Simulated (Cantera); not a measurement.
Equilibrium for fluorocarbon and chlorocarbon gases: c-C4F8 + F2

Input: 1 mol c-C4F8, 0.097 mol F2, equilibrated at 75.0 Torr.

Equilibrium computed with Cantera from the NASA thermochemical tables; the gas is ideal and each condensed phase is pure. Candidate condensed phases: C; 13 gas species. The feed counts by its element totals alone. The tables' values for C2F4 are old estimates; treat these amounts as uncertain. Condensed phases not in the tables: fluorocarbon polymer. Gases not in the tables: C2F6 and larger saturated fluorocarbons. Equilibrium is a limit: real reactors are often held back by kinetics, nucleation or transport.

```csv
T (K),x CF4,x F,x CF2,x CF,x CF3,x C3,n C(graphite)
723,1.00,<1e-12,<1e-12,<1e-12,<1e-12,<1e-12,1.95
923,1.00,1.46e-12,1.00e-10,<1e-12,6.09e-10,<1e-12,1.95
1123,1.00,2.22e-9,7.05e-8,<1e-12,1.22e-7,<1e-12,1.95
1323,1.000,3.72e-7,6.70e-6,1.00e-11,4.88e-6,<1e-12,1.95
1523,1.000,1.63e-5,0.000189,3.29e-9,7.34e-5,<1e-12,1.95
1723,0.997,0.000296,0.00243,2.78e-7,0.000583,<1e-12,1.95
1923,0.976,0.00294,0.0179,9.19e-6,0.00295,3.85e-11,1.93
2123,0.885,0.0186,0.0864,0.000153,0.0103,4.79e-9,1.86
2323,0.620,0.0799,0.275,0.00145,0.0235,2.55e-7,1.63
2523,0.228,0.229,0.508,0.00802,0.0277,7.09e-6,1.19
2723,0.0329,0.429,0.497,0.0262,0.0141,0.000119,1.12
2923,0.00280,0.605,0.327,0.0594,0.00434,0.00134,1.57
3123,0.000186,0.710,0.170,0.105,0.00102,0.0110,1.77
```
x: gas mole fraction; n: condensed amount in mol.

From 723 K to 3123 K the condensed part is C(graphite). The main C-bearing gas is CF4 at 723 K and CF2 at 3123 K.
